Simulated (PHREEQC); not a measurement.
1 kg of water holding 0.031 mol/kgw NaCl, 0.0098 mol/kgw MgBr2, 0.054 mol/kgw NaBr and 0.036 mol/kgw KCl is evaporated at 30 °C; the solids stay in contact with the brine. The system is closed to CO2. Only these solids could form: Bischofite, Brucite, Carnallite, Halite, Sylvite, MgCl2_4H2O.

Equilibrium calculation in PHREEQC: Pitzer model, pitzer.dat.

| water left (kg) | ionic strength | water activity | Na in solution (mol/kgw) | Br in solution (mol/kgw) | Mg in solution (mol/kgw) |
|---|---|---|---|---|---|
| 1 | 0.150 | 0.996 | 0.0850 | 0.0736 | 0.00980 |
| 0.6755 | 0.223 | 0.993 | 0.126 | 0.109 | 0.0145 |
| 0.375 | 0.401 | 0.988 | 0.227 | 0.196 | 0.0261 |
| 0.2082 | 0.722 | 0.979 | 0.408 | 0.353 | 0.0471 |
| 0.1407 | 1.07 | 0.968 | 0.604 | 0.523 | 0.0697 |
| 0.09502 | 1.58 | 0.951 | 0.895 | 0.775 | 0.103 |
| 0.05275 | 2.85 | 0.907 | 1.61 | 1.40 | 0.186 |
| 0.0293 | 5.13 | 0.816 | 2.90 | 2.51 | 0.334 |
| 0.01979 | 7.60 | 0.705 | 4.30 | 3.72 | 0.495 |
